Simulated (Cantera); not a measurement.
Input: 1 mol CH₃F, 1.3 mol HCl, 4.7 mol H₂, at 3025 K and 4500 Pa.

Cantera equilibrium calculation (NASA polynomials, part measured and part estimated; ideal gas, pure solids and liquids). Candidate condensed phases: C, C₆H₆, C₇H₈, C₈H₁₈; 118 gas species. Equilibrium is a limit: real reactors are often held back by kinetics, nucleation or transport.

Base state: H 0.445, H₂ 0.306, HF 0.0907, HCl 0.0599, Cl 0.0591, C₂H₂ (acetylene) 0.0205, C₃ 0.00903, C₂H 0.00529 (mole fractions); condensed: C(graphite).

Problem. What changes in the equilibrium state with this change: pressure from 4500 Pa to 100000 Pa?

Solution. 
```
species            before    after
----------------  -------  -------
H₂                  0.306    0.565
HCl                0.0599    0.130
H                   0.445    0.128
Cl                 0.0591   0.0200
C₂H₂ (acetylene)   0.0205   0.0378
HF                 0.0907    0.115
CH₄               3.21e-7  2.42e-5
C                 0.00143  6.42e-5
C(graphite), mol   0.0633    0.262
```

Problem. What changes in the equilibrium state with this change: temperature from 3025 K to 1223 K?

Solution. 
| species | before | after |
|---|---|---|
| H₂ | 0.306 | 0.712 |
| HCl | 0.0599 | 0.163 |
| HF | 0.0907 | 0.125 |
| H | 0.445 | 1.20e-6 |
| Cl | 0.0591 | 2.35e-7 |
| C₂H₂ (acetylene) | 0.0205 | 1.12e-7 |
| C₃ | 0.00903 | <1e-9 |
| C₂H | 0.00529 | <1e-9 |
| C | 0.00143 | <1e-9 |
| C₂ | 0.000922 | <1e-9 |
| C(graphite), mol | 0.0633 | 0.998 |
